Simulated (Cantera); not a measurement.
## Thermodynamics of carbon deposition, reforming and gasification, feed C6H6 + H2 + N2

Input: 1 mol C6H6, 99 mol H2, 0.52 mol N2, at 950 K and 25.0 bar.

Cantera equilibrium calculation (NASA polynomials, part measured and part estimated; ideal gas, pure solids and liquids). Candidate condensed phases: C, C6H6, C7H8, C8H18; 92 gas species. The numbers say what is thermodynamically allowed, not how fast it happens.

```
Property                                    Value
--------------------------------------  ---------
x(H2)                                       0.932
x(CH4)                                     0.0622
x(N2)                                     0.00476
x(NH3)                                    0.00128
gas amount                              96.40 mol
log10 activity of C(graphite) (absent)      -1.77
```
